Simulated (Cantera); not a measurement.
Charge: 1 mol Si, 6.4 mol HBr, at 1098 K and 7.35 Torr.

These are equilibrium values from Cantera (NASA tables, ideal gas, pure condensed phases), not measurements of a reactor. The tables' values for SiBr3 are old estimates; treat these amounts as uncertain. Kinetics and transport are ignored.

```json
[
 {"species": "HBr", "before": "0.450", "after": "0.571"},
 {"species": "H2", "before": "0.365", "after": "0.195"},
 {"species": "SiBr2", "before": "0.00189", "after": "0.144"},
 {"species": "SiBr4", "before": "0.180", "after": "0.00138"},
 {"species": "Br", "before": "0.000148", "after": "0.0830"},
 {"species": "SiBr", "before": "<1e-9", "after": "0.000114"},
 {"species": "H", "before": "1.51e-7", "after": "0.000508"},
 {"species": "Br2", "before": "7.97e-7", "after": "0.000145"},
 {"species": "SiHBr3", "before": "0.00126", "after": "5.37e-5"},
 {"species": "SiBr3", "before": "0.00166", "after": "0.00423"}
]
```
Gas species are given as mole fractions.

### Question
What was changed between the two runs?
A. pressure from 7.35 Torr to 75.0 Torr
B. temperature from 1098 K to 1325 K
C. temperature from 1098 K to 1673 K
D. temperature from 1098 K to 525 K

### Answer
C, temperature from 1098 K to 1673 K. The tables' values for SiBr3, SiBr are old estimates; treat these amounts as uncertain
